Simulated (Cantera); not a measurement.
Cantera run, input and output.

```python
import numpy as np
import cantera as ct

gas = ct.Solution("h2o2.yaml")
gas.TPX = 1000, 1333, {'H2': 0.076, 'O2': 1}
inlet = ct.Reservoir(gas, clone=True)

reactor = ct.IdealGasConstPressureReactor(gas, energy="off", clone=False)
exhaust = ct.Reservoir(gas, clone=True)
tau = [0.92, 0.46, 0.23, 0.11, 0.057, 0.029, 0.014, 0.0071][0]
for a, b in ((inlet, reactor), (reactor, exhaust)):
    ct.MassFlowController(a, b, mdot=lambda t: reactor.mass / tau)
net = ct.ReactorNet([reactor])
show = ['H2', 'O2', 'H2O', 'OH', 'HO2', 'H2O2']

rows = []
print(f"{'tau/s':>10s}{'T/K':>9s}" + "".join(f"{s:>11s}" for s in show))
for tau in [0.92, 0.46, 0.23, 0.11, 0.057, 0.029, 0.014, 0.0071]:
    net.initial_time = 0.0
    net.advance(30 * tau)
    before = gas.X
    net.advance(40 * tau)
    drift = np.max(np.abs(gas.X - before) / (gas.X + 1e-9))
    rows.append([gas.T, *gas[show].X, drift])
    print(f"{tau:10.3e}{gas.T:9.1f}" + "".join(f"{x:11.3e}" for x in gas[show].X))
```

It prints:

```
     tau/s      T/K         H2         O2        H2O         OH        HO2       H2O2
 9.200e-01   1000.0  6.091e-04  9.251e-01  7.216e-02  4.989e-04  4.181e-06  1.474e-07
 4.600e-01   1000.0  9.025e-04  9.242e-01  7.164e-02  6.498e-04  5.054e-06  1.646e-07
 2.300e-01   1000.0  1.334e-03  9.229e-01  7.084e-02  8.497e-04  5.960e-06  1.830e-07
 1.100e-01   1000.0  2.023e-03  9.209e-01  6.950e-02  1.131e-03  6.895e-06  2.034e-07
 5.700e-02   1000.0  2.940e-03  9.184e-01  6.763e-02  1.454e-03  7.633e-06  2.217e-07
 2.900e-02   1000.0  4.338e-03  9.150e-01  6.473e-02  1.860e-03  8.224e-06  2.400e-07
 1.400e-02   1000.0  6.653e-03  9.106e-01  6.013e-02  2.368e-03  8.602e-06  2.597e-07
 7.100e-03   1000.0  1.004e-02  9.068e-01  5.424e-02  2.865e-03  8.677e-06  2.806e-07
```

Detailed kinetics in Cantera: the H2/O2 subset of GRI-Mech 3.0, which has no nitrogen chemistry. Radical loss at walls, strong at low pressure, is not modelled. The temperature is held fixed by assumption; the heat of reaction is taken as removed at once.
